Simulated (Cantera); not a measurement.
Charge: 1 mol SiH4, 30 mol NO, 2.1 mol H2, at 1175 K and 36.0 mbar.

Cantera equilibrium calculation (NASA polynomials, part measured and part estimated; ideal gas, pure solids and liquids). Candidate condensed phases: H2O, Si, SiO2, Si2N2O, Si3N4; 35 gas species. The tables hold silica as quartz up to 1696 K and as liquid above; real silica turns to tridymite and cristobalite and melts near 1996 K. Rates play no part.

Base state: N2 0.483, O2 0.385, H2O 0.132, NO 0.000171 (mole fractions); condensed: SiO2(β-quartz).

Task: What changes in the equilibrium state with this change: NO from 30 to 2 mol?

Result: 
```json
[
 {"species": "H2", "before": "8.38e-9", "after": "0.804"},
 {"species": "N2", "before": "0.483", "after": "0.196"},
 {"species": "H2O", "before": "0.132", "after": "4.85e-5"},
 {"species": "O2", "before": "0.385", "after": "<1e-9"},
 {"species": "NO", "before": "0.000171", "after": "<1e-9"},
 {"species": "SiO2(β-quartz), mol", "before": "1.00", "after": "1.000"},
 {"species": "Si2N2O(s), mol", "before": "0", "after": "8.25e-5"}
]
```
Mutual solubility and eutectic melting of coexisting phases are not modelled.

Task: What changes in the equilibrium state with this change: 0.055 mol Cl2 added?

Result: 
```json
[
 {"species": "N2", "before": "0.483", "after": "0.482"},
 {"species": "O2", "before": "0.385", "after": "0.385"},
 {"species": "H2O", "before": "0.132", "after": "0.130"},
 {"species": "HCl", "before": "0", "after": "0.00351"},
 {"species": "Cl", "before": "0", "after": "2.18e-5"},
 {"species": "NO", "before": "0.000171", "after": "0.000170"},
 {"species": "SiO2(β-quartz), mol", "before": "1.00", "after": "1.00"}
]
```
Further candidate phases: NH4Cl.

Task: What changes in the equilibrium state with this change: SiH4 replaced by SiCl4?

Result: 
| species | before | after |
|---|---|---|
| N2 | 0.483 | 0.456 |
| O2 | 0.385 | 0.418 |
| HCl | 0 | 0.0995 |
| H2O | 0.132 | 0.0141 |
| Cl2 | 0 | 0.0101 |
| Cl | 0 | 0.00192 |
| NO | 0.000171 | 0.000173 |
| SiO2(β-quartz), mol | 1.00 | 1.00 |
Further candidate phases: NH4Cl.
